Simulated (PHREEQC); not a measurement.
Solution (40 °C): 0.0014 mol BaCl2 and 0.00126 mol (CH3)4NCl per kg of water. It is in equilibrium with CO2 at log p = -1 (atm). Otherwise closed; pH follows from the charge balance.

Computed with PHREEQC (ion-association model, phreeqc.dat).

```
Item                      Value
--------------  ---------------
pH                         4.46
ionic strength  0.00550 mol/kgw
```

| species | molality | activity | log γ |
|---|---|---|---|
| Cl- | 0.00406 | 0.00374 | -0.036 |
| CO2 | 0.00237 | 0.00237 | 0.001 |
| Ba+2 | 0.00140 | 0.00101 | -0.141 |
| (CH3)4N+ | 0.00126 | 0.00116 | -0.035 |
| H+ | 3.76e-5 | 3.49e-5 | -0.032 |
| HCO3- | 3.70e-5 | 3.42e-5 | -0.034 |
| BaHCO3+ | 5.77e-7 | 5.32e-7 | -0.035 |
| (CO2)2 | 1.62e-7 | 1.62e-7 | 0.001 |

This is a speciation only: nothing precipitates in the calculation. Complexes and solids missing from the database can't appear. (CH3)4N+ isn't in the database: it is added as a free cation with an ion size of 4 Å. Away from 25 °C the constants follow the database's enthalpies or fits; those with neither stay at their 25 °C values.
